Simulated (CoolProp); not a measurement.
n-perfluorohexane along the isobar 0.371 MPa: fugacity coefficient from the reference equation and from simpler models built on Tc = 448.0 K, pc = 1.742 MPa, ω = 0.497; each cubic takes its own stable root.

Computed with CoolProp (reference Helmholtz-energy equation of state, Gao 2022).

| T (K) | phase | reference |
|---|---|---|
| 288.4 | liquid | 0.05138 |
| 311.5 | liquid | 0.1363 |
| 334.6 | liquid | 0.3009 |
| 357.7 | liquid | 0.5748 |
| 380.7 | gas | 0.8685 |
| 403.8 | gas | 0.8932 |
| 426.9 | gas | 0.9123 |
| 450 | gas | 0.9273 |

### Question
How far does each simpler model (van der Waals, Peng-Robinson) lie from the reference over these 8 states: mean and median of the absolute difference, and the worst?

### Answer
- van der Waals: mean 214.0 %, median 29.9 %, worst +975.7 % at 288.4 K and 0.371 MPa
- Peng-Robinson: mean 0.8 %, median 0.6 %, worst +2.7 % at 288.4 K and 0.371 MPa

At some of these states van der Waals gives the other phase, because its saturation line lies elsewhere.
